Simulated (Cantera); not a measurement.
Fluorocarbon and chlorocarbon gases: CH₃F + F₂

A closed system holds: 1 mol CH₃F, 0.023 mol F₂, equilibrated at 0.0133 bar.

These are equilibrium values from Cantera (NASA tables, ideal gas, pure condensed phases), not measurements of a reactor. Candidate condensed phases: C, C₆H₆, C₇H₈, C₈H₁₈; 110 gas species. Ions and electrons are included (thermal ionisation). Equilibrium is a limit: real reactors are often held back by kinetics, nucleation or transport.

```json
[
 {"T (°C)": "2727", "log p H": "-2.21", "log p HF": "-2.31", "log p F": "-3.91", "log p C": "-4.30", "log p H₂": "-2.81", "log p C₃": "-3.51", "log p C₂": "-4.50", "n C(graphite)": "0.702"},
 {"T (°C)": "2977", "log p H": "-2.15", "log p HF": "-2.45", "log p F": "-3.31", "log p C": "-3.53", "log p H₂": "-3.31", "log p C₃": "-3.01", "log p C₂": "-3.79", "n C(graphite)": "0"},
 {"T (°C)": "3227", "log p H": "-2.11", "log p HF": "-2.66", "log p F": "-2.88", "log p C": "-3.08", "log p H₂": "-3.76", "log p C₃": "-3.20", "log p C₂": "-3.59", "n C(graphite)": "0"},
 {"T (°C)": "3477", "log p H": "-2.10", "log p HF": "-3.04", "log p F": "-2.67", "log p C": "-2.78", "log p H₂": "-4.20", "log p C₃": "-3.62", "log p C₂": "-3.60", "n C(graphite)": "0"},
 {"T (°C)": "3727", "log p H": "-2.10", "log p HF": "-3.49", "log p F": "-2.60", "log p C": "-2.64", "log p H₂": "-4.61", "log p C₃": "-4.37", "log p C₂": "-3.85", "n C(graphite)": "0"},
 {"T (°C)": "3977", "log p H": "-2.10", "log p HF": "-3.93", "log p F": "-2.57", "log p C": "-2.60", "log p H₂": "-4.96", "log p C₃": "-5.28", "log p C₂": "-4.24", "n C(graphite)": "0"},
 {"T (°C)": "4227", "log p H": "-2.10", "log p HF": "-4.33", "log p F": "-2.56", "log p C": "-2.59", "log p H₂": "-5.28", "log p C₃": "-6.16", "log p C₂": "-4.63", "n C(graphite)": "0"},
 {"T (°C)": "4477", "log p H": "-2.10", "log p HF": "-4.69", "log p F": "-2.56", "log p C": "-2.58", "log p H₂": "-5.56", "log p C₃": "-6.97", "log p C₂": "-5.00", "n C(graphite)": "0"},
 {"T (°C)": "4727", "log p H": "-2.10", "log p HF": "-5.02", "log p F": "-2.56", "log p C": "-2.58", "log p H₂": "-5.82", "log p C₃": "-7.71", "log p C₂": "-5.34", "n C(graphite)": "0"}
]
```
log p: log10 of the partial pressure in bar; n: condensed amount in mol.

At 2727 °C the condensed part is C(graphite). From 2977 °C to 4727 °C nothing is condensed. The main C-bearing gas is C₃ at 2727 °C and C at 4727 °C.
